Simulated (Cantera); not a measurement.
Feed: 1 mol SiH2Cl2, 1.4 mol N2, 18 mol H2, held at 4600 Pa.

Method: chemical equilibrium by Gibbs-energy minimisation in Cantera with the NASA 1993 tables (ideal gas, pure condensed phases). Candidate condensed phases: NH4Cl, Si, Si3N4; 28 gas species. N2 is the only nitrogen source here; it is nearly inert below about 1500 K, so the nitride shown seldom forms there in practice. Equilibrium is a limit: real reactors are often held back by kinetics, nucleation or transport. All values below are at 775 K.

Base state: H2 0.869, HCl 0.0950, N2 0.0356, SiCl4 0.000360, NH3 2.73e-5 (mole fractions); condensed: Si3N4(s).

Problem. What changes in the equilibrium state with this change: SiH2Cl2 replaced by trisilylamine?

Solution. 
```json
[
 {"species": "H2", "before": "0.869", "after": "1.00"},
 {"species": "NH3", "before": "2.73e-5", "after": "<1e-9"},
 {"species": "N2", "before": "0.0356", "after": "<1e-9"},
 {"species": "HCl", "before": "0.0950", "after": "0"},
 {"species": "SiCl4", "before": "0.000360", "after": "0"},
 {"species": "Si3N4(s), mol", "before": "0.331", "after": "0.950"},
 {"species": "Si(s), mol", "before": "0", "after": "0.150"}
]
```
The feed counts by its element totals alone.
